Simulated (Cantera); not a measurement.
# Titanium nitride, carbide and oxide coatings: Ti + C₃H₈ + H₂

Charge: 1 mol Ti, a varied amount of C₃H₈, 77 mol H₂, held at 2075 K and 3.40 mbar.

Method: chemical equilibrium by Gibbs-energy minimisation in Cantera with the NASA 1993 tables (ideal gas, pure condensed phases). Candidate condensed phases: C, C₆H₆, C₇H₈, C₈H₁₈, Ti, TiC; 77 gas species. Mutual solubility and eutectic melting of coexisting phases are not modelled. TiC: taken at fixed stoichiometry. Condensed phases not in the tables: N, O or C dissolved in the metal. Equilibrium is a limit: real reactors are often held back by kinetics, nucleation or transport.

From 0.082 mol C₃H₈ to 0.13 mol C₃H₈ the condensed part is Ti(l) + TiC(s). From 0.19 mol C₃H₈ to 0.35 mol C₃H₈ the condensed part is TiC(s). From 0.4 mol C₃H₈ to 0.45 mol C₃H₈ the condensed part is C(graphite) + TiC(s). The main Ti-bearing gas is Ti throughout.

| n(C₃H₈) (mol) | x H₂ | x H | x Ti | x C₂H₂ (acetylene) | x C₂H | x CH₄ | x CH₃ | n Ti(l) | n TiC(s) | n C(graphite) |
|---|---|---|---|---|---|---|---|---|---|---|
| 0.082 | 0.948 | 0.0445 | 0.00755 | 1.70e-11 | <1e-12 | 1.29e-10 | 1.18e-10 | 0.152 | 0.246 | 0 |
| 0.13 | 0.948 | 0.0445 | 0.00755 | 1.70e-11 | <1e-12 | 1.29e-10 | 1.18e-10 | 0.00647 | 0.390 | 0 |
| 0.19 | 0.950 | 0.0445 | 0.00538 | 3.36e-11 | <1e-12 | 1.82e-10 | 1.67e-10 | 0 | 0.570 | 0 |
| 0.24 | 0.952 | 0.0446 | 0.00350 | 7.96e-11 | <1e-12 | 2.80e-10 | 2.57e-10 | 0 | 0.720 | 0 |
| 0.29 | 0.954 | 0.0446 | 0.00162 | 3.70e-10 | <1e-12 | 6.06e-10 | 5.55e-10 | 0 | 0.870 | 0 |
| 0.35 | 0.955 | 0.0446 | 1.77e-6 | 0.000312 | 3.49e-7 | 5.57e-7 | 5.10e-7 | 0 | 1.000 | 0 |
| 0.4 | 0.954 | 0.0446 | 9.08e-7 | 0.00118 | 1.32e-6 | 1.08e-6 | 9.93e-7 | 0 | 1.000 | 0.00909 |
| 0.45 | 0.954 | 0.0446 | 9.08e-7 | 0.00118 | 1.32e-6 | 1.08e-6 | 9.93e-7 | 0 | 1.000 | 0.159 |
x: gas mole fraction; n: condensed amount in mol.
